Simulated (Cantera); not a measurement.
An adiabatic, constant-volume homogeneous reactor starts with 6.38 % CH4, 19.6 % O2, 74.0 % N2, equivalence ratio 0.65, at 1550 K and 100000 Pa.

Computed with Cantera and GRI-Mech 3.0 (53 species, 325 reactions).

### Question
Predict: time of steepest temperature rise; temperature at 4.00 s; equilibrium temperature; x(O2) at 4.00 s; x(CO) at 4.00 s.

### Answer
| Quantity | Result |
|---|---|
| time of steepest temperature rise | 0.617 ms |
| temperature at 4.00 s | 2742 K |
| equilibrium temperature | 2742 K |
| x(O2) at 4.00 s | 0.0617 (gas-phase equilibrium 0.0617) |
| x(CO) at 4.00 s | 0.0164 (gas-phase equilibrium 0.0164) |
